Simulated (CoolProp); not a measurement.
Vapour-liquid equilibrium of propane (1) + R134a (2) at 36.05 °C; x and y are mole fractions of (1).

Model: multi-fluid Helmholtz-energy mixture model, Lemmon 2009 and Tillner-Roth 1994; pair parameters Bell 2016, in CoolProp.

```csv
x,"bubble pressure, mixture model (MPa)","bubble pressure, Raoult's law (MPa)","y, mixture model","y, Raoult's law"
0.05,1.062,0.9299,0.153,0.067
0.125,1.231,0.9550,0.293,0.163
0.2,1.348,0.9802,0.379,0.255
0.275,1.429,1.005,0.439,0.342
0.35,1.485,1.031,0.485,0.424
0.425,1.522,1.056,0.524,0.503
0.5,1.546,1.081,0.559,0.578
0.575,1.558,1.106,0.594,0.649
0.65,1.558,1.131,0.632,0.717
0.725,1.543,1.156,0.675,0.783
0.8,[?],1.182,[?],0.845
0.875,[?],1.207,0.799,0.905
0.95,1.347,1.232,0.901,0.963
```

### Question
Some entries are withheld; supply them.

### Answer

- 0.8, bubble pressure, mixture model (MPa): 1.510
- 0.8, y, mixture model: 0.728
- 0.875, bubble pressure, mixture model (MPa): 1.448

The largest gap from Raoult's law is +44.1 % in bubble pressure, at x = 0.425. y crosses x between x = 0.575 and 0.65: the model has an azeotrope there.

Pair parameters are fitted to limited data, so mixtures are less certain than the pure fluids.
